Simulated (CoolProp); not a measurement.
Propylene along the isotherm 347.9 K: density (kg/m³) from the reference equation and from simpler models built on Tc = 364.2 K, pc = 45.55 bar, ω = 0.146; each cubic takes its own stable root.

Computed with CoolProp (reference Helmholtz-energy equation of state, Lemmon 2013).

```csv
p (bar),phase,reference,Redlich-Kwong,Soave-Redlich-Kwong
20.7,gas,38.26,37.93,38.08
41.4,liquid,402.7,…,340.0
62.1,liquid,…,368.3,373.4
82.8,liquid,440.9,390.8,394.7
104,liquid,452.8,…,411.3
124,liquid,462.1,421.1,424.1
145,liquid,470.4,432.8,435.5
166,liquid,477.7,442.9,445.4
186,liquid,…,451.5,…
207,liquid,…,459.6,461.7
228,liquid,495.5,466.9,468.9
```

**Question.** What belongs in the gaps?

**Answer.** 
- 41.4, Redlich-Kwong: 331.8
- 62.1, reference: 425.8
- 104, Redlich-Kwong: 408.0
- 186, reference: 484.0
- 186, Soave-Redlich-Kwong: 453.7
- 207, reference: 490.0
